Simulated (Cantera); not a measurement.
A closed system holds: 1 mol SiCl₄, 2 mol HCl, 14 mol H₂, held at 575 °C and 750 Torr.

Method: chemical equilibrium by Gibbs-energy minimisation in Cantera with the NASA 1993 tables (ideal gas, pure condensed phases). Candidate condensed phases: Si; 19 gas species. Rates play no part.

Base state: H₂ 0.823, HCl 0.118, SiCl₄ 0.0582, SiHCl₃ 0.000657 (mole fractions); condensed: gas only.

Question: What changes in the equilibrium state with this change: temperature from 575 °C to 627 °C?

Answer: 
| species | before | after |
|---|---|---|
| H₂ | 0.823 | 0.822 |
| HCl | 0.118 | 0.119 |
| SiCl₄ | 0.0582 | 0.0577 |
| SiHCl₃ | 0.000657 | 0.00113 |
